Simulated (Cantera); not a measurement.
Input: 1 mol Si3N4, 3.9 mol N2O, 930 mol N2, 0.041 mol H2O, equilibrated at 1850 K and 0.0290 bar.

Method: chemical equilibrium by Gibbs-energy minimisation in Cantera with the NASA 1993 tables (ideal gas, pure condensed phases). Candidate condensed phases: H2O, Si, SiO2, Si2N2O, Si3N4; 35 gas species. The tables hold silica as quartz up to 1696 K and as liquid above; real silica turns to tridymite and cristobalite and melts near 1996 K. The numbers say what is thermodynamically allowed, not how fast it happens.

Base state: N2 0.998, SiO 0.00220, H2 3.19e-5, H 1.79e-5 (mole fractions); condensed: SiO2(condensed).

### Question
What changes in the equilibrium state with this change: Si3N4 replaced by Si?

### Answer
```tsv
species	before	after
N2	0.998	0.999
O2	1.95e-9	0.000827
NO	5.32e-7	0.000346
SiO	0.00220	3.38e-6
O	5.00e-8	3.26e-5
OH	1.17e-7	1.07e-5
SiO2(condensed), mol	0.937	0.996
```
